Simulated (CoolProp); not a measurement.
Vapour-liquid equilibrium of acetone (1) + benzene (2) at 1.4 MPa; x and y are mole fractions of (1).

Model: multi-fluid Helmholtz-energy mixture model, Lemmon 2006 and Thol 2012; pair parameters Bell 2016, in CoolProp.

```
x     bubble temperature, mixture model (K)  bubble temperature, Raoult's law (K)  y, mixture model  y, Raoult's law
----  -------------------------------------  ------------------------------------  ----------------  ---------------
0.05                                  467.9                                 468.7             0.090            0.092
0.15                                  461.8                                 463.6             0.242            0.253
0.25                                  456.7                                 459.0             0.368            0.391
0.35                                  452.3                                 454.8             0.476            0.509
0.45                                  448.6                                 450.9             0.571            0.612
0.55                                  445.2                                 447.3             0.658            0.703
0.65                                  442.3                                 443.9             0.739            0.782
0.75                                  439.6                                 440.8             0.816            0.853
0.85                                  437.1                                 437.9             0.891            0.917
0.95                                  434.8                                 435.1             0.964            0.974
```

The largest gap from Raoult's law is -2.5 K in bubble temperature, at x = 0.35. No azeotrope shows between x = 0.05 and 0.95.

Pair parameters are fitted to limited data, so mixtures are less certain than the pure fluids.
